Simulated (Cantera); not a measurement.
A closed system holds: 1 mol SiO2, 0.33 mol Si, 1.4 mol H2, equilibrated at 6.50 Pa.

Method: chemical equilibrium by Gibbs-energy minimisation in Cantera with the NASA 1993 tables (ideal gas, pure condensed phases). Candidate condensed phases: H2O, Si, SiO2; 18 gas species. The tables hold silica as quartz up to 1696 K and as liquid above; real silica turns to tridymite and cristobalite and melts near 1996 K. Equilibrium is a limit: real reactors are often held back by kinetics, nucleation or transport.

**Question.** Which condensed phases are stable at each of these points (T (°C)): 1400, 1500, 1600, 1700, 1800, 1900, 2000, 2100, 2200, 2300, 2400, 2500, 2600, 2700?

**Answer.** 
```json
[
 {"T (°C)": "1400", "condensed phases": "SiO2(β-quartz)", "Si condensed (%)": "49.6"},
 {"T (°C)": "1500", "condensed phases": "SiO2(condensed)", "Si condensed (%)": "44.7"},
 {"T (°C)": "1600", "condensed phases": "SiO2(condensed)", "Si condensed (%)": "25.3"},
 {"T (°C)": "1700", "condensed phases": "gas only", "Si condensed (%)": "0.0"},
 {"T (°C)": "1800", "condensed phases": "gas only", "Si condensed (%)": "0.0"},
 {"T (°C)": "1900", "condensed phases": "gas only", "Si condensed (%)": "0.0"},
 {"T (°C)": "2000", "condensed phases": "gas only", "Si condensed (%)": "0.0"},
 {"T (°C)": "2100", "condensed phases": "gas only", "Si condensed (%)": "0.0"},
 {"T (°C)": "2200", "condensed phases": "gas only", "Si condensed (%)": "0.0"},
 {"T (°C)": "2300", "condensed phases": "gas only", "Si condensed (%)": "0.0"},
 {"T (°C)": "2400", "condensed phases": "gas only", "Si condensed (%)": "0.0"},
 {"T (°C)": "2500", "condensed phases": "gas only", "Si condensed (%)": "0.0"},
 {"T (°C)": "2600", "condensed phases": "gas only", "Si condensed (%)": "0.0"},
 {"T (°C)": "2700", "condensed phases": "gas only", "Si condensed (%)": "0.0"}
]
```

At 1400 °C the condensed part is SiO2(β-quartz). From 1500 °C to 1600 °C the condensed part is SiO2(condensed). From 1700 °C to 2700 °C nothing is condensed.
